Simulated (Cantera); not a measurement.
Input: 1 mol Nb, 11 mol N2O, 6.3 mol N2, held at 800 K and 10.0 mbar.

Cantera equilibrium calculation (NASA polynomials, part measured and part estimated; ideal gas, pure solids and liquids). Candidate condensed phases: Nb, NbO, NbO2, Nb2O5; 12 gas species. Condensed phases not in the tables: the oxides between NbO2 and Nb2O5. The numbers say what is thermodynamically allowed, not how fast it happens.

Base state: N2 0.803, O2 0.197 (mole fractions); condensed: Nb2O5(s).

**Question.** What changes in the equilibrium state with this change: temperature from 800 K to 2300 K?

**Answer.** 
| species | before | after |
|---|---|---|
| N2 | 0.803 | 0.785 |
| O2 | 0.197 | 0.177 |
| O | <1e-9 | 0.0209 |
| NO | 1.96e-6 | 0.0144 |
| NbO2 | <1e-9 | 0.00237 |
| Nb2O5(s), mol | 0.500 | 0 |
| Nb2O5(l), mol | 0 | 0.474 |

**Question.** What changes in the equilibrium state with this change: Nb replaced by Zr?

**Answer.** 
```
species                before  after
---------------------  ------  -----
N2                      0.803  0.794
O2                      0.197  0.206
Nb2O5(s), mol           0.500      0
ZrO2(monoclinic), mol       0   1.00
```
Further candidate phases: Zr, ZrN, ZrO2.
